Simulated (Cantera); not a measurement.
**Thermodynamics of hydrogen reduction and annealing atmospheres, feed PbS + H2 + N2**

Feed: 1 mol PbS, 5.3 mol H2, 1.2 mol N2, held at 13.3 mbar.

Method: chemical equilibrium by Gibbs-energy minimisation in Cantera with the NASA 1993 tables (ideal gas, pure condensed phases). Candidate condensed phases: Pb, PbS, S; 18 gas species. Mutual solubility and eutectic melting of coexisting phases are not modelled. Gases not in the tables: S3 to S7. The numbers say what is thermodynamically allowed, not how fast it happens.

```json
[
 {"T (K)": "875", "log p H2": "-1.97", "log p N2": "-2.61", "log p PbS": "-5.70", "log p Pb": "-6.17", "log p H2S": "-4.28", "log p S2": "-10.23", "n Pb(l)": "0.0253", "n PbS(s)": "0.973"},
 {"T (K)": "975", "log p H2": "-1.97", "log p N2": "-2.61", "log p PbS": "-4.35", "log p Pb": "-5.04", "log p H2S": "-3.83", "log p S2": "-8.23", "n Pb(l)": "0.0678", "n PbS(s)": "0.906"},
 {"T (K)": "1075", "log p H2": "-2.00", "log p N2": "-2.63", "log p PbS": "-3.26", "log p Pb": "-4.12", "log p H2S": "-3.49", "log p S2": "-6.60", "n Pb(l)": "0.126", "n PbS(s)": "0.555"},
 {"T (K)": "1175", "log p H2": "-2.04", "log p N2": "-2.67", "log p PbS": "-2.83", "log p Pb": "-3.53", "log p H2S": "-3.53", "log p S2": "-5.85", "n Pb(l)": "0", "n PbS(s)": "0"},
 {"T (K)": "1275", "log p H2": "-2.04", "log p N2": "-2.67", "log p PbS": "-2.84", "log p Pb": "-3.46", "log p H2S": "-3.48", "log p S2": "-5.11", "n Pb(l)": "0", "n PbS(s)": "0"},
 {"T (K)": "1375", "log p H2": "-2.04", "log p N2": "-2.67", "log p PbS": "-2.87", "log p Pb": "-3.39", "log p H2S": "-3.46", "log p S2": "-4.53", "n Pb(l)": "0", "n PbS(s)": "0"},
 {"T (K)": "1475", "log p H2": "-2.04", "log p N2": "-2.67", "log p PbS": "-2.90", "log p Pb": "-3.30", "log p H2S": "-3.48", "log p S2": "-4.10", "n Pb(l)": "0", "n PbS(s)": "0"},
 {"T (K)": "1575", "log p H2": "-2.05", "log p N2": "-2.68", "log p PbS": "-2.95", "log p Pb": "-3.20", "log p H2S": "-3.54", "log p S2": "-3.81", "n Pb(l)": "0", "n PbS(s)": "0"},
 {"T (K)": "1675", "log p H2": "-2.05", "log p N2": "-2.68", "log p PbS": "-3.01", "log p Pb": "-3.11", "log p H2S": "-3.62", "log p S2": "-3.61", "n Pb(l)": "0", "n PbS(s)": "0"},
 {"T (K)": "1775", "log p H2": "-2.05", "log p N2": "-2.68", "log p PbS": "-3.10", "log p Pb": "-3.03", "log p H2S": "-3.72", "log p S2": "-3.48", "n Pb(l)": "0", "n PbS(s)": "0"}
]
```
log p: log10 of the partial pressure in bar; n: condensed amount in mol.

From 875 K to 1075 K the condensed part is Pb(l) + PbS(s). From 1175 K to 1775 K nothing is condensed. The main Pb-bearing gas is PbS at 875 K and Pb at 1775 K.
